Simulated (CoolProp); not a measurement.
Computed with CoolProp (reference Helmholtz-energy equation of state, Rui 2013).

For R236EA, give the phase and the cv (kJ/(kg K)), Joule-Thomson coefficient (K/MPa) at 303.2 K and 101 kPa; 316.7 K and 101 kPa.


- 303.2 K and 101 kPa: gas; cv 0.809, Joule-Thomson coefficient 22.9
- 316.7 K and 101 kPa: gas; cv 0.829, Joule-Thomson coefficient 19.6
